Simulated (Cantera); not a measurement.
A perfectly stirred reactor is fed with CH4 : C2H6 : C3H8 : O2 : N2 = 1 : 0.32 : 0.81 : 7.17 : 27 (molar parts), at 1.00 bar; it is adiabatic with a 725 K inlet, and is followed from long to short residence time, starting on the burning branch (τ in s: 0.42, 0.16, 0.059, 0.022, 0.0082, 0.0031, 0.0012, 0.00043, 0.00016, 6.1e-05, 2.3e-05, 8.5e-06, 3.2e-06).

Computed with Cantera and GRI-Mech 3.0 (53 species, 325 reactions). GRI-Mech 3.0 was tuned for natural gas; its chemistry of propane as a main component is partial and can be far from experiment.

Q: What does this change do: pressure from 1.00 bar to 10.0 bar?

A: 
| quantity | before | after |
|---|---|---|
| blow-out, bracketed by the residence times tried | burning at 61.0 µs, out at 23.0 µs | burning at 8.50 µs, out at 3.20 µs |
| x(CH4) at τ = 0.420 s | 1.10e-7 | 2.42e-8 |
| x(C2H6) at τ = 0.420 s | 3.33e-9 | 5.57e-10 |
| x(C3H8) at τ = 0.420 s | 1.07e-8 | 1.94e-9 |
| x(CH2CO) at τ = 0.420 s | 1.04e-8 | 1.63e-9 |
| x(HO2) at τ = 0.420 s | 1.63e-6 | 2.57e-6 |
| x(CH4) at τ = 1.20 ms | 1.71e-5 | 6.34e-6 |
| x(C2H6) at τ = 1.20 ms | 1.07e-6 | 1.88e-7 |
| x(C3H8) at τ = 1.20 ms | 2.38e-6 | 6.04e-7 |
| x(CH2CO) at τ = 1.20 ms | 3.02e-6 | 5.56e-7 |
| x(HO2) at τ = 1.20 ms | 3.31e-6 | 3.85e-6 |
